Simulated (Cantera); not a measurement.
Feed: 1 mol CH2F2, a varied amount of HCl, 0.031 mol CH4, at 1725 °C and 31.0 mbar.

These are equilibrium values from Cantera (NASA tables, ideal gas, pure condensed phases), not measurements of a reactor. Candidate condensed phases: C, C6H6, C7H8, C8H18; 118 gas species. The numbers say what is thermodynamically allowed, not how fast it happens.

x: gas mole fraction; n: condensed amount in mol.

```
n(HCl) (mol)   x HF   x HCl    x H2     x Cl      x H  x C2H2 (acetylene)      x F  n C(graphite)
------------  -----  ------  ------  -------  -------  ------------------  -------  -------------
0.14          0.906  0.0610  0.0285  0.00245  0.00154             2.17e-5  2.00e-5           1.03
0.26          0.859   0.107  0.0280  0.00435  0.00153             2.13e-5  1.91e-5           1.03
0.37          0.819   0.146  0.0276  0.00595  0.00152             2.09e-5  1.84e-5           1.03
0.48          0.783   0.181  0.0272  0.00743  0.00151             2.07e-5  1.77e-5           1.03
0.6           0.747   0.215  0.0269  0.00892  0.00150             2.04e-5  1.70e-5           1.03
0.71          0.717     [?]  0.0266      [?]  0.00149             2.02e-5  1.64e-5           1.03
0.82          0.689     [?]  0.0263      [?]  0.00148             2.00e-5  1.58e-5           1.03
0.94          0.662   0.298  0.0260   0.0126  0.00147             1.98e-5  1.53e-5           1.03
1.1           0.628   0.331  0.0257   0.0140  0.00146             1.95e-5  1.46e-5           1.03
1.2           0.608   0.350  0.0256   0.0149  0.00146             1.94e-5  1.42e-5           1.03
1.3           0.590   0.368  0.0254   0.0157  0.00145             1.93e-5  1.38e-5           1.03
1.4           0.573   0.384  0.0252   0.0164  0.00145             1.92e-5  1.34e-5           1.03
1.5           0.556   0.400  0.0251   0.0172  0.00145             1.90e-5  1.31e-5           1.03
```

Q: Fill in the missing entries.

A: 
- 0.71, x HCl: 0.244
- 0.71, x Cl: 0.0102
- 0.82, x HCl: 0.271
- 0.82, x Cl: 0.0114
